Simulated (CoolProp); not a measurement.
100 sccm (0 °C, 1 atm) of nitrogen bubbles through liquid p-xylene at 350.4 K and leaves saturated at a total pressure of 0.15 MPa (ideal gas phase). Each further row changes one setting.

Computed with CoolProp (reference Helmholtz-energy equation of state, Zhou 2012).

```csv
case,vapour pressure (kPa),mole fraction of vapour,delivery (mg/min),delivery (sccm),change of delivery for a bath 1 K warmer (%)
as stated,14.1,0.0937,49.0,10.3,4.4
bath temperature 355.4 K,17.0,0.114,60.7,12.8,4.4
total pressure 0.3 MPa,14.1,0.0468,23.3,4.92,4.2
```
